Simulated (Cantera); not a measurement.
Input: 1 mol Cu, 8.9 mol CO.

Method: chemical equilibrium by Gibbs-energy minimisation in Cantera with the NASA 1993 tables (ideal gas, pure condensed phases). Candidate condensed phases: C, Cu, CuO, Cu₂O; 15 gas species. Rates play no part.

Stable condensed phases, one row left out:

```
T in °C \ P in Pa
              10      48     230    1100    5500   26000  130000  620000 3000000
   1102        A       A       A       A       B       B       B       B       B
   1027        A       A       A       A       B       B       B       B       B
    952        A       A       A       B       B       B       B       B       B
    802        A       A       B       B       B       B       B       B       B
    727        A       B       B       B       B       B       B       B       B
    652        B       B       B       B       B       B       B       B       B
    577        B       B       B       B       B       B       B       B       B
    502        B       B       B       B       B       B       B       B       B
```

A: Cu; B: C + Cu.

Give the row for 877 °C.

10: Cu; 48: Cu; 230: Cu; 1100: C + Cu; 5500: C + Cu; 26000: C + Cu; 130000: C + Cu; 620000: C + Cu; 3000000: C + Cu.
